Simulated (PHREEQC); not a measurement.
Solution (48 °C): 0.03 mol/kgw KH2PO4, 0.047 mol/kgw NH3 and 0.21 mol/kgw NaCl. Closed to the air; pH follows from the charge balance.

Model: ion-association model, phreeqc.dat, run in PHREEQC.

Each row changes one thing in this solution. This is a speciation only: nothing precipitates in the calculation.

```csv
case,pH,ionic strength (mol/kgw),NH4+ (mol/kgw),HPO4-2 (mol/kgw),NH3 (mol/kgw),KHPO4- (mol/kgw)
as made,8.58,0.293,0.0297,0.0266,0.0173,0.000357
0.0066 mol/kgw H3PO4 added,7.95,0.309,0.0415,0.0314,0.00550,0.000412
NH3 from 0.047 to 0.47 mol/kgw,9.96,0.299,0.0319,0.0258,0.438,0.000344
NaCl from 0.21 to 2.1 mol/kgw,8.90,2.17,0.0303,0.0176,0.0167,0.000115
NaCl left out,8.50,0.0877,0.0294,0.0288,0.0176,0.000604
0.017 mol/kgw KCl added,8.59,0.310,0.0297,0.0265,0.0173,0.000545
diluted 10-fold with water,8.46,0.0297,0.00293,0.00284,0.00177,8.48e-6
0.0041 mol/kgw HF added,8.42,0.297,0.0337,0.0265,0.0133,0.000354
```

The ionic strength passes 0.7 mol/kgw, the rough limit of the ion-association models, in NaCl from 0.21 to 2.1 mol/kgw. Away from 25 °C the constants follow the database's enthalpies or fits; those with neither stay at their 25 °C values.
